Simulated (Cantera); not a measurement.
What does this Cantera script print?

```python
import numpy as np
import cantera as ct

gas_names = """
    H HO2 H2 H2O H2O2 O OH O2 O3 Pb PbO Pb2
""".split()
cond_names = """
    H2O(s) H2O(L) Pb(cr) Pb(L) PbO(rd) PbO(yw) PbO(L) PbO2(s) Pb3O4(s)
""".split()


# ... load() reads the species with a 1 bar reference pressure and builds the phases ...
atoms = {
    'PbO': {'Pb': 1, 'O': 1},
    'H2': {'H': 2},
}
top_T = {'Pb3O4(s)': 820}  # K; cautious upper limits of use, not melting points


# ... equilibrate(T, P, feed) seeds the gas with the atoms and calls Mixture.equilibrate('TP', solver="vcs", rtol=1e-11, max_steps=5000) ...
results = []
feed = {'PbO': 1, 'H2': 38}  # mol
for P in [10, 42, 180, 750, 3200, 13000, 56000, 240000, 1000000]:
    for T in [523, 573, 623, 673, 723, 773, 823, 873, 923, 973, 1023, 1073]:
        mix = equilibrate(T, P, feed)
        results.append((T, P, feed, dict(zip(mix.species_names, mix.species_moles))))

for T, P, feed, n in results:
    print(f"{T:7g} {P:10.4g}  " + (" + ".join(c for c in cond_names if n.get(c, 0) > 1e-12) or "gas only"))
```

It prints:

```
    523         10  Pb(cr)
    573         10  Pb(cr)
    623         10  Pb(L)
    673         10  Pb(L)
    723         10  Pb(L)
    773         10  Pb(L)
    823         10  Pb(L)
    873         10  Pb(L)
    923         10  Pb(L)
    973         10  gas only
   1023         10  gas only
   1073         10  gas only
    523         42  Pb(cr)
    573         42  Pb(cr)
    623         42  Pb(L)
    673         42  Pb(L)
    723         42  Pb(L)
    773         42  Pb(L)
    823         42  Pb(L)
    873         42  Pb(L)
    923         42  Pb(L)
    973         42  Pb(L)
   1023         42  gas only
   1073         42  gas only
    523        180  Pb(cr)
    573        180  Pb(cr)
    623        180  Pb(L)
    673        180  Pb(L)
    723        180  Pb(L)
    773        180  Pb(L)
    823        180  Pb(L)
    873        180  Pb(L)
    923        180  Pb(L)
    973        180  Pb(L)
   1023        180  Pb(L)
   1073        180  gas only
    523        750  Pb(cr)
    573        750  Pb(cr)
    623        750  Pb(L)
    673        750  Pb(L)
    723        750  Pb(L)
    773        750  Pb(L)
    823        750  Pb(L)
    873        750  Pb(L)
    923        750  Pb(L)
    973        750  Pb(L)
   1023        750  Pb(L)
   1073        750  Pb(L)
    523       3200  Pb(cr)
    573       3200  Pb(cr)
    623       3200  Pb(L)
    673       3200  Pb(L)
    723       3200  Pb(L)
    773       3200  Pb(L)
    823       3200  Pb(L)
    873       3200  Pb(L)
    923       3200  Pb(L)
    973       3200  Pb(L)
   1023       3200  Pb(L)
   1073       3200  Pb(L)
    523    1.3e+04  Pb(cr)
    573    1.3e+04  Pb(cr)
    623    1.3e+04  Pb(L)
    673    1.3e+04  Pb(L)
    723    1.3e+04  Pb(L)
    773    1.3e+04  Pb(L)
    823    1.3e+04  Pb(L)
    873    1.3e+04  Pb(L)
    923    1.3e+04  Pb(L)
    973    1.3e+04  Pb(L)
   1023    1.3e+04  Pb(L)
   1073    1.3e+04  Pb(L)
    523    5.6e+04  Pb(cr)
    573    5.6e+04  Pb(cr)
    623    5.6e+04  Pb(L)
    673    5.6e+04  Pb(L)
    723    5.6e+04  Pb(L)
    773    5.6e+04  Pb(L)
    823    5.6e+04  Pb(L)
    873    5.6e+04  Pb(L)
    923    5.6e+04  Pb(L)
    973    5.6e+04  Pb(L)
   1023    5.6e+04  Pb(L)
   1073    5.6e+04  Pb(L)
    523    2.4e+05  Pb(cr)
    573    2.4e+05  Pb(cr)
    623    2.4e+05  Pb(L)
    673    2.4e+05  Pb(L)
    723    2.4e+05  Pb(L)
    773    2.4e+05  Pb(L)
    823    2.4e+05  Pb(L)
    873    2.4e+05  Pb(L)
    923    2.4e+05  Pb(L)
    973    2.4e+05  Pb(L)
   1023    2.4e+05  Pb(L)
   1073    2.4e+05  Pb(L)
    523      1e+06  Pb(cr)
    573      1e+06  Pb(cr)
    623      1e+06  Pb(L)
    673      1e+06  Pb(L)
    723      1e+06  Pb(L)
    773      1e+06  Pb(L)
    823      1e+06  Pb(L)
    873      1e+06  Pb(L)
    923      1e+06  Pb(L)
    973      1e+06  Pb(L)
   1023      1e+06  Pb(L)
   1073      1e+06  Pb(L)
```

Method: chemical equilibrium by Gibbs-energy minimisation in Cantera with the NASA 1993 tables (ideal gas, pure condensed phases).
